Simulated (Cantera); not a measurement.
Input (Python, Cantera):

```python
import numpy as np
import cantera as ct

gas = ct.Solution("gri30.yaml")
gas.TPX = 425, 48000, {'C3H8': 1, 'O2': 6.58, 'N2': 24.7}
inlet = ct.Reservoir(gas, clone=True)
gas.equilibrate("HP")  # start burning
reactor = ct.IdealGasConstPressureReactor(gas, energy="on", clone=False)
exhaust = ct.Reservoir(gas, clone=True)
tau = [0.044, 0.023, 0.012, 0.0059, 0.003, 0.0015, 0.00078, 0.0004, 0.0002, 0.0001, 5.3e-05][0]
for a, b in ((inlet, reactor), (reactor, exhaust)):
    ct.MassFlowController(a, b, mdot=lambda t: reactor.mass / tau)
net = ct.ReactorNet([reactor])
show = ['C3H8', 'O2', 'HO2', 'CO', 'CH2CO', 'CH2', 'NO2']

rows = []
print(f"{'tau/s':>10s}{'T/K':>9s}" + "".join(f"{s:>11s}" for s in show))
for tau in [0.044, 0.023, 0.012, 0.0059, 0.003, 0.0015, 0.00078, 0.0004, 0.0002, 0.0001, 5.3e-05]:
    net.initial_time = 0.0
    net.advance(30 * tau)
    before = gas.X
    net.advance(40 * tau)
    drift = np.max(np.abs(gas.X - before) / (gas.X + 1e-9))
    rows.append([gas.T, *gas[show].X, drift])
    print(f"{tau:10.3e}{gas.T:9.1f}" + "".join(f"{x:11.3e}" for x in gas[show].X))
```

Output:

```
     tau/s      T/K       C3H8         O2        HO2         CO      CH2CO        CH2        NO2
 4.400e-02   2017.8  8.477e-07  4.860e-02  1.735e-06  4.920e-03  1.389e-06  1.470e-07  7.032e-08
 2.300e-02   1994.4  1.388e-06  4.930e-02  2.238e-06  6.558e-03  2.229e-06  2.324e-07  3.992e-08
 1.200e-02   1964.8  2.256e-06  5.019e-02  2.986e-06  8.546e-03  3.490e-06  3.593e-07  2.255e-08
 5.900e-03   1926.0  3.849e-06  5.138e-02  4.145e-06  1.105e-02  5.576e-06  5.680e-07  1.257e-08
 3.000e-03   1883.2  6.529e-06  5.274e-02  5.662e-06  1.372e-02  8.655e-06  8.745e-07  7.707e-09
 1.500e-03   1834.7  1.164e-05  5.447e-02  7.805e-06  1.683e-02  1.379e-05  1.378e-06  4.976e-09
 7.800e-04   1785.0  2.125e-05  5.668e-02  1.082e-05  2.048e-02  2.233e-05  2.191e-06  3.399e-09
 4.000e-04   1727.9  4.319e-05  6.023e-02  1.641e-05  2.589e-02  4.014e-05  3.767e-06  2.318e-09
 2.000e-04   1646.8  1.143e-04  6.764e-02  3.281e-05  3.592e-02  9.378e-05  7.745e-06  1.595e-09
 1.000e-04    425.0  3.098e-02  2.038e-01 -1.049e-18 -3.649e-16 -6.630e-18 -4.534e-34 -4.051e-21
 5.300e-05    425.0  3.098e-02  2.038e-01 -4.760e-22 -1.659e-19 -3.014e-21  8.229e-36 -1.841e-24
```

Computed with Cantera and GRI-Mech 3.0 (53 species, 325 reactions). GRI-Mech 3.0 was tuned for natural gas; its chemistry of propane as a main component is partial and can be far from experiment.
